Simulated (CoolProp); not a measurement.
The numbers come from the reference Helmholtz-energy equation of state, Bücker 2006 in CoolProp.

Question: For isobutane, give the phase and the cp (kJ/(kg K)), expansivity (1/kK), viscosity (µPa s), conductivity (mW/(m K)) at 401.8 K and 13800 kPa; 422.7 K and 13800 kPa.

Answer: 
- 401.8 K and 13800 kPa: liquid; cp 2.90, expansivity 2.90, viscosity 80.5, conductivity 73.8
- 422.7 K and 13800 kPa: supercritical; cp 3.03, expansivity 3.31, viscosity 68.7, conductivity 71.0

Viscosity comes from a separate model (Vogel 2000). Thermal conductivity comes from a separate model (Perkins 2002).
